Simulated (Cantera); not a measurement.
Cantera run:

```python
import numpy as np
import cantera as ct

gas_names = """
    CL CL2 H HCL H2 Si SiCL SiCL2 SiCL3 SiCL4 SiH SiHCL3 SiH2 SiH2CL2 SiH3 SiH3CL SiH4 Si2 Si3
""".split()
cond_names = """
    Si(cr) Si(L)
""".split()


# ... load() reads the species with a 1 bar reference pressure and builds the phases ...
atoms = {
    'SiCl4': {'Si': 1, 'CL': 4},
    'HCl': {'H': 1, 'CL': 1},
    'H2': {'H': 2},
}
top_T = {}  # K; cautious upper limits of use, not melting points


# ... equilibrate(T, P, feed) seeds the gas with the atoms and calls Mixture.equilibrate('TP', solver="vcs", rtol=1e-11, max_steps=5000) ...
results = []
feed = {'SiCl4': 1, 'HCl': 5.2, 'H2': 1.1}  # mol
P = 1100000  # Pa
for T in [500, 700, 900, 1100, 1300, 1500, 1700]:
    mix = equilibrate(T, P, feed)
    results.append((T, P, feed, dict(zip(mix.species_names, mix.species_moles))))

top = {s: max(r[3][s] / sum(r[3][g] for g in gas_names) for r in results) for s in gas_names}
cols = sorted((s for s in top if top[s] > 0.001), key=lambda s: -top[s])[:5]
seen = [c for c in cond_names if any(r[3].get(c, 0) > 1e-12 for r in results)]
print("log10 of partial pressures in bar; condensed amounts in mol")
print(f"{'T/K':>10s}" + "".join(f"{s[:9]:>10s}" for s in cols + seen))
for T, P, feed, n in results:
    ng = sum(n[g] for g in gas_names)
    print(f"{T:10.4g}" + "".join(f"{np.log10(max(n[s] / ng * P / 1e5, 1e-99)):10.3f}" for s in cols)
          + "".join(f"{n.get(c, 0):10.4g}" for c in seen))
```

Output:

```
log10 of partial pressures in bar; condensed amounts in mol
       T/K       HCL        H2     SiCL4     SiCL3    SiHCL3
       500     0.894     0.219     0.178   -13.771    -6.294
       700     0.894     0.219     0.178    -8.458    -4.186
       900     0.894     0.219     0.178    -5.534    -3.044
      1100     0.894     0.218     0.177    -3.692    -2.331
      1300     0.895     0.215     0.173    -2.433    -1.848
      1500     0.897     0.206     0.159    -1.533    -1.516
      1700     0.903     0.179     0.113    -0.900    -1.324
```

Cantera equilibrium calculation (NASA polynomials, part measured and part estimated; ideal gas, pure solids and liquids). The tables' values for SiCl3 are old estimates; treat these amounts as uncertain.
